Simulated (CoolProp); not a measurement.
Values from CoolProp's reference Helmholtz-energy equation of state, Thol 2017.

### Question
For octamethyltrisiloxane (MDM), give the phase and the Z, speed of sound (m/s), fugacity coefficient at 81.85 °C and 0.459 MPa; 120.65 °C and 0.459 MPa.

### Answer
- 81.85 °C and 0.459 MPa: liquid; Z 0.0486, speed of sound 731, fugacity coefficient 0.0221
- 120.65 °C and 0.459 MPa: liquid; Z 0.0464, speed of sound 609, fugacity coefficient 0.0885
